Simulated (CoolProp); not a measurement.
Vapour-liquid equilibrium of R125 (1) + R134a (2) at -17.05 °C; x and y are mole fractions of (1).

Values from CoolProp's multi-fluid Helmholtz-energy mixture model, Lemmon 2005 and Tillner-Roth 1994; pair parameters Lemmon 2004.

```csv
x,bubble pressure (kPa),y at the bubble point,dew pressure at overall composition x (kPa),liquid density (mol/L)
0.05,162.4,0.115,155.5,13.14
0.2,197.5,0.377,172.4,12.89
0.35,231.7,0.560,193.3,12.65
0.5,265.3,0.697,219.4,12.41
0.65,298.4,0.807,252.8,12.17
0.8,331.5,0.898,296.2,11.93
0.95,364.9,0.976,353.3,11.70
```

No azeotrope shows between x = 0.05 and 0.95.

The pair parameters rest on a limited set of measurements; away from them the model extrapolates.
